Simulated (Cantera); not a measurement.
Charge: 1 mol B2H6, 0.14 mol NH3, equilibrated at 1973.15 K and 1.00 bar.

These are equilibrium values from Cantera (NASA tables, ideal gas, pure condensed phases), not measurements of a reactor. Candidate condensed phases: B, BN; 15 gas species. The feed counts by its element totals alone. Mutual solubility and eutectic melting of coexisting phases are not modelled. The tables' values for BH2 are old estimates; treat these amounts as uncertain. Gases not in the tables: B2H6 and higher boranes. Kinetics and transport are ignored.

Base state: H2 0.998, H 0.00135, BH2 0.000400, N2 7.84e-5, BH3 3.33e-5 (mole fractions); condensed: B(s) + BN(s).

What changes in the equilibrium state with this change: temperature from 1973.15 K to 1648.15 K?


```
species       before    after
----------  --------  -------
H2             0.998    1.000
H            0.00135  8.92e-5
BH2         0.000400  3.98e-5
N2           7.84e-5  1.98e-7
BH3          3.33e-5  1.17e-5
B(s), mol       1.86     1.86
BN(s), mol     0.139    0.140
```
